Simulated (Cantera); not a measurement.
An isothermal plug-flow reactor at 1225 K and 1.00 bar (inlet), inlet velocity 4.7 m/s, active area per volume 320 1/m; feed CH₄ : O₂ : N₂ = 0.006 : 0.055 : 0.79 (molar parts).

Computed with Cantera and Deutschmann's 1995 Pt surface mechanism with GRI-Mech 3.0 gas chemistry. Catalytic surfaces can have several steady states; this one follows from the mechanism file's or the stated starting coverage. Mass transfer to the wall is taken as infinitely fast.

Question: Predict: x(CH₄) at z = 0.0048 m; x(O₂) at z = 0.0048 m; x(H₂O) at z = 0.0048 m; x(CO₂) at z = 0.0048 m; x(CO) at z = 0.0048 m; θ(free Pt) at the exit; θ(O*) at the exit.

Answer: x(CH₄) at z = 0.0048 m: 0.00577
x(O₂) at z = 0.0048 m: 0.0621
x(H₂O) at z = 0.0048 m: 0.00252
x(CO₂) at z = 0.0048 m: 0.00125
x(CO) at z = 0.0048 m: 9.37e-6
θ(free Pt) at the exit: 0.484
θ(O*) at the exit: 0.515
